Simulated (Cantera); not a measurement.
An adiabatic, constant-pressure homogeneous reactor starts with C3H8 : O2 : N2 : CO2 = 1 : 6.85 : 25.8 : 1.7 (molar parts), at 1750 K and 100000 Pa. Integrator tolerance rtol = 1e-08.

Computed with Cantera and GRI-Mech 3.0 (53 species, 325 reactions). GRI-Mech 3.0 was tuned for natural gas; its chemistry of propane as a main component is partial and can be far from experiment.

Problem. What does this change do: initial temperature 1750 to 1500 K?

Solution. 
```json
[
 {"quantity": "time of steepest temperature rise", "before": "16.0 µs", "after": "80.8 µs"},
 {"quantity": "temperature at 3.00 s", "before": "2674 K", "after": "2570 K"},
 {"quantity": "equilibrium temperature", "before": "2674 K", "after": "2570 K"},
 {"quantity": "x(C3H8) at 3.00 s", "before": "<1e-12 (gas-phase equilibrium <1e-12)", "after": "<1e-12 (gas-phase equilibrium <1e-12)"},
 {"quantity": "x(O2) at 3.00 s", "before": "0.0547 (gas-phase equilibrium 0.0547)", "after": "0.0525 (gas-phase equilibrium 0.0525)"},
 {"quantity": "x(CO2) at 3.00 s", "before": "0.0912 (gas-phase equilibrium 0.0912)", "after": "0.103 (gas-phase equilibrium 0.103)"},
 {"quantity": "x(CO) at 3.00 s", "before": "0.0342 (gas-phase equilibrium 0.0342)", "after": "0.0239 (gas-phase equilibrium 0.0239)"},
 {"quantity": "x(HO2) at 3.00 s", "before": "7.61e-6 (gas-phase equilibrium 7.61e-6)", "after": "5.94e-6 (gas-phase equilibrium 5.94e-6)"},
 {"quantity": "x(O) at 3.00 s", "before": "0.00761 (gas-phase equilibrium 0.00761)", "after": "0.00468 (gas-phase equilibrium 0.00468)"}
]
```

Problem. What does this change do: pressure from 100000 Pa to 1000000 Pa?

Solution. 
```csv
quantity,before,after
time of steepest temperature rise,16.0 µs,3.02 µs
temperature at 3.00 s,2674 K,2811 K
equilibrium temperature,2674 K,2811 K
x(C3H8) at 3.00 s,<1e-12 (gas-phase equilibrium <1e-12),<1e-12 (gas-phase equilibrium <1e-12)
x(O2) at 3.00 s,0.0547 (gas-phase equilibrium 0.0547),0.0497 (gas-phase equilibrium 0.0497)
x(CO2) at 3.00 s,0.0912 (gas-phase equilibrium 0.0912),0.103 (gas-phase equilibrium 0.103)
x(CO) at 3.00 s,0.0342 (gas-phase equilibrium 0.0342),0.0234 (gas-phase equilibrium 0.0234)
x(HO2) at 3.00 s,7.61e-6 (gas-phase equilibrium 7.61e-6),1.75e-5 (gas-phase equilibrium 1.75e-5)
x(O) at 3.00 s,0.00761 (gas-phase equilibrium 0.00761),0.00402 (gas-phase equilibrium 0.00402)
```
